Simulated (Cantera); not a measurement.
Charge: 1 mol NH3, 1.6 mol H2, 4.7 mol N2, at 3073.15 K and 10.0 mbar.

Method: chemical equilibrium by Gibbs-energy minimisation in Cantera with the NASA 1993 tables (ideal gas, pure condensed phases). Equilibrium is a limit: real reactors are often held back by kinetics, nucleation or transport.

Base state: N2 0.481, H 0.463, H2 0.0555, N 0.000153 (mole fractions); condensed: gas only.

Q: What changes in the equilibrium state with this change: 0.065 mol O2 added?

A: 
```
species  before     after
-------  ------  --------
N2        0.481     0.476
H         0.463     0.457
H2       0.0555    0.0541
O             0   0.00896
OH            0   0.00175
H2O           0  0.000588
NO            0  0.000547
```
Further candidate phases: H2O.

Q: What changes in the equilibrium state with this change: NH3 replaced by SO2?

A: 
```tsv
species	before	after
N2	0.481	0.465
H	0.463	0.263
O	0	0.123
S	0	0.0632
SO	0	0.0316
OH	0	0.0138
H2	0.0555	0.0179
NO	0	0.00743
O2	0	0.00724
SO2	0	0.00323
```
Further candidate phases: H2O, H2SO4, S.
